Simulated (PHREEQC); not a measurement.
Dissolve 0.13 mol NaH2PO4 and 0.0015 mol HF per kg of water at 25 °C. Closed to the air; pH follows from the charge balance.

Model: ion-association model, phreeqc.dat, run in PHREEQC.

```json
{
 "pH": "4.00",
 "ionic_strength": "0.130 mol/kgw",
 "specific_conductance": "8750 µS/cm",
 "density": "1.008 g/cm³",
 "total_alkalinity": "-1.50 meq/kg"
}
```

| species | molality | activity | log γ |
|---|---|---|---|
| Na+ | 0.130 | 0.100 | -0.113 |
| H2PO4- | 0.128 | 0.0992 | -0.112 |
| H3PO4 | 0.00143 | 0.00147 | 0.013 |
| F- | 0.00130 | 0.000966 | -0.130 |
| HPO4-2 | 0.000177 | 6.11e-5 | -0.462 |
| HF | 0.000142 | 0.000146 | 0.013 |
| H+ | 0.000124 | 0.000101 | -0.089 |
| NaF | 5.40e-5 | 5.56e-5 | 0.013 |
| NaHPO4- | 1.54e-5 | 1.19e-5 | -0.112 |

Precipitation was switched off in this run.
